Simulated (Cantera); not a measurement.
An isothermal, constant-pressure homogeneous reactor starts with 9.40 % N2O, 0.320 % H2, 90.3 % N2, at 1225 K and 40.5 Torr.

Computed with Cantera and GRI-Mech 3.0 (53 species, 325 reactions). GRI-Mech 3.0 was tuned for natural gas; its chemistry of N2O as a main component is partial and can be far from experiment. The mechanism lacks the step 2 NO + O2 → 2 NO2, which can matter for NO2 below about 1400 K. The temperature is held fixed by assumption; the heat of reaction is taken as removed at once.

x: mole fraction; the columns are a selection and need not sum to one.

```tsv
t (s)	x N2O	x H2	x NO2	x H2O2	x O2
0.00100	0.0940	0.00320	<1e-12	2.39e-12	5.81e-7
0.00313	0.0940	0.00317	1.04e-10	1.15e-10	2.72e-6
0.00979	0.0938	0.00295	8.02e-9	1.59e-9	1.03e-5
0.0306	0.0926	?	6.79e-8	2.92e-9	4.35e-5
0.0959	0.0907	?	8.89e-7	2.69e-9	0.000182
0.300	0.0893	?	6.68e-6	8.62e-10	0.000626
0.939	0.0862	?	1.43e-5	3.88e-10	0.00197
2.94	0.0771	5.29e-8	1.69e-5	2.73e-10	0.00587
9.19	0.0546	5.63e-8	1.42e-5	2.51e-10	0.0155
28.8	0.0192	?	8.05e-6	2.28e-10	0.0308
90.0	0.00122	?	5.28e-6	9.60e-11	0.0386
```

Q: Some entries are withheld; supply them.

A: 
- 0.0306, x H2: 0.00187
- 0.0959, x H2: 0.000385
- 0.300, x H2: 2.37e-5
- 0.939, x H2: 9.20e-8
- 28.8, x H2: 6.65e-8
- 90.0, x H2: 3.20e-8
